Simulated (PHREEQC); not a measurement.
Solution A (0.13 mol/kgw HCl, 0.0078 mol/kgw Li2SO4 and 0.00016 mol/kgw Na2SO4) is mixed with solution B (0.046 mol/kgw (NH4)2SO4) at 25 °C; shares are by mass of water, 1 kg in all. Oxygen is held at 0.21 atm. CO2 from the air is kept out. Precipitation was switched off in this run.

Equilibrium calculation in PHREEQC: ion-association model, phreeqc.dat.

| share of solution B | pH | SO4-2 (mol/kgw) | HSO4- (mol/kgw) | NH4SO4- (mol/kgw) |
|---|---|---|---|---|
| 0 | 1.00 | 0.00151 | 0.00641 | 0 |
| 0.05 | 1.03 | ? | 0.00783 | 3.61e-5 |
| 0.15 | 1.09 | 0.00297 | 0.0105 | 0.000167 |
| 0.2 | 1.12 | 0.00356 | 0.0117 | 0.000269 |
| 0.3 | 1.20 | 0.00494 | 0.0138 | 0.000569 |
| 0.35 | 1.24 | 0.00576 | 0.0146 | 0.000779 |
| 0.45 | 1.34 | 0.00773 | 0.0159 | 0.00136 |
| 0.5 | ? | 0.00893 | 0.0162 | 0.00174 |
| 0.55 | 1.46 | 0.0103 | 0.0163 | 0.00221 |
| 0.65 | 1.61 | 0.0137 | 0.0155 | 0.00345 |
| 0.7 | 1.70 | 0.0157 | 0.0145 | 0.00425 |
| 0.8 | 1.92 | 0.0207 | 0.0114 | 0.00624 |
| 0.85 | 2.07 | 0.0236 | 0.00915 | ? |
| 0.95 | 2.60 | 0.0303 | 0.00344 | 0.0103 |
| 1 | 5.46 | 0.0341 | 5.26e-6 | 0.0119 |

Fill in the missing entries.


- 0.05, SO4-2 (mol/kgw): 0.00196
- 0.5, pH: 1.40
- 0.85, NH4SO4- (mol/kgw): 0.00745
